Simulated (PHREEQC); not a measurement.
A column of 1 m (30 cells, dispersivity 0.08 m, 720 s a shift, diffusion coefficient 3e-10 m²/s) holds 0.051 eq of the database's cation exchanger X per kg of pore water, first in equilibrium with 0.62 mmol/kgw CaCl2 and 0.01 mmol/kgw HCl. It is flushed with 0.0087 mol/kgw CdCl2, 0.0056 mol/kgw KCl and 1e-05 mol/kgw HCl, at 15 °C. Values are for the last cell. The system is closed to CO2. Precipitation was switched off in this run.

The series has 31 steps of pore volumes, from 0 to 7.017.

The numbers come from PHREEQC with the ion-association model, phreeqc.dat.

Question: After how many pore volumes does Cd at the outlet first reach half of its feed value?

Answer: By 2.8 pore volumes.

Question: After how many pore volumes does K at the outlet first reach half of its feed value?

Answer: By 2.4 pore volumes.

Complexes and solids missing from the database can't appear.
